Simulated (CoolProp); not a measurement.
Vapour-liquid equilibrium of R125 (1) + R143a (2) at -70.15 °C; x and y are mole fractions of (1).

Computed with CoolProp (multi-fluid Helmholtz-energy mixture model, Lemmon 2005 and Lemmon and Jacobsen 2000; pair parameters Lemmon 2004).

Problem. Give the bubble pressure and the first vapour's composition at x = 0.05, 0.425, 0.725. Is there an azeotrope?

Solution. x = 0.05: 29.36 kPa, y = 0.042; x = 0.425: 28.09 kPa, y = 0.418; x = 0.725: 28.45 kPa, y = 0.746. y crosses x between x = 0.425 and 0.5: the model has an azeotrope there.

The pair parameters rest on a limited set of measurements; away from them the model extrapolates.
